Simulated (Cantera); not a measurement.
A freely propagating, adiabatic, planar premixed flame of CH4 : O2 : N2 = 1 : 1.67 : 6.27 (molar parts), equivalence ratio 1.2, unburnt at 650 K and 675 Torr; multicomponent transport, grid criteria slope 0.08 and curve 0.16, no radiation.

Computed with Cantera and GRI-Mech 3.0 (53 species, 325 reactions). Burning velocities carry a grid error of a few per cent, more on coarse grids.

Task: Predict: laminar burning velocity; thermal thickness; peak x(C2H); peak x(O); peak x(CH2O).

Result: 
```
Quantity                     Value
------------------------  --------
laminar burning velocity  146 cm/s
thermal thickness         0.356 mm
peak x(C2H)                1.76e-6
peak x(O)                  0.00269
peak x(CH2O)               0.00126
```
